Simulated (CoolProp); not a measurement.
A simple Rankine cycle with ethylbenzene: condensing at 314.15 K, boiler at 0.31 MPa, turbine inlet 471.5 K, turbine efficiency 0.65, pump efficiency 0.6, no recuperator. Each further row changes one setting.

Model: reference Helmholtz-energy equation of state, Zhou 2012, in CoolProp.

```json
[
 {"case": "as stated", "thermal efficiency (%)": "15.5", "net work (kJ/kg)": "96.8", "heat in (kJ/kg)": "625", "turbine exit temperature (K)": "409.4", "volume ratio over the turbine": "97.0"},
 {"case": "turbine inlet 491.5 K", "thermal efficiency (%)": "15.3", "net work (kJ/kg)": "102", "heat in (kJ/kg)": "664", "turbine exit temperature (K)": "429.8", "volume ratio over the turbine": "96.4"},
 {"case": "condensing temperature 306.15 K", "thermal efficiency (%)": "16.4", "net work (kJ/kg)": "105", "heat in (kJ/kg)": "639", "turbine exit temperature (K)": "404.6", "volume ratio over the turbine": "146"},
 {"case": "boiler pressure 0.217 MPa", "thermal efficiency (%)": "14.5", "net work (kJ/kg)": "91.0", "heat in (kJ/kg)": "628", "turbine exit temperature (K)": "415.3", "volume ratio over the turbine": "66.9"},
 {"case": "turbine efficiency 0.55", "thermal efficiency (%)": "13.1", "net work (kJ/kg)": "81.8", "heat in (kJ/kg)": "625", "turbine exit temperature (K)": "418.5", "volume ratio over the turbine": "99.2"}
]
```
